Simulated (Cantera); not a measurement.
A Cantera script and what it prints.

```python
import numpy as np
import cantera as ct

gas_names = """
    B BH BH2 BH3 BO BO2 B2 B2O B2O2 B2O3 B3O3H3 H HBO HBO2 HO2 H2 H2O H2O2 H3B3O6 O OH O2 O3
""".split()
cond_names = """
    B(b) B(L) B2O3(L) B3O3H3(cr) H2O(s) H2O(L)
""".split()


# ... load() reads the species with a 1 bar reference pressure and builds the phases ...
atoms = {
    'B': {'B': 1},
    'H2O': {'H': 2, 'O': 1},
}
top_T = {}  # K; cautious upper limits of use, not melting points


# ... equilibrate(T, P, feed) seeds the gas with the atoms and calls Mixture.equilibrate('TP', solver="vcs", rtol=1e-11, max_steps=5000) ...
results = []
feed = {'B': 1, 'H2O': 0.4}  # mol
T = 1500  # K
P = 17  # Pa
mix = equilibrate(T, P, feed)
results.append((T, P, feed, dict(zip(mix.species_names, mix.species_moles))))
x = sorted(zip(gas.X, gas.species_names), reverse=True)
print(f"T = {T:g} K  P = {P:g} Pa  gas = {mix.phase_moles(0):.4g} mol")
print("   x: " + "  ".join(f"{s} {v:.3e}" for v, s in x if v > 0.0001))
print("   condensed (mol): " + ("  ".join(f"{mix.phase(i).name} {mix.phase_moles(i):.4g}"
      for i in range(1, mix.n_phases) if mix.phase_moles(i) > 1e-12) or "none"))
```

It prints:

```
T = 1500 K  P = 17 Pa  gas = 0.5922 mol
   x: H2 6.070e-01  B2O2 2.190e-01  HBO 1.336e-01  B2O3 3.116e-02  BO 6.036e-03  HBO2 2.095e-03  H 1.052e-03
   condensed (mol): B(b) 0.6197
```

Cantera equilibrium calculation (NASA polynomials, part measured and part estimated; ideal gas, pure solids and liquids).
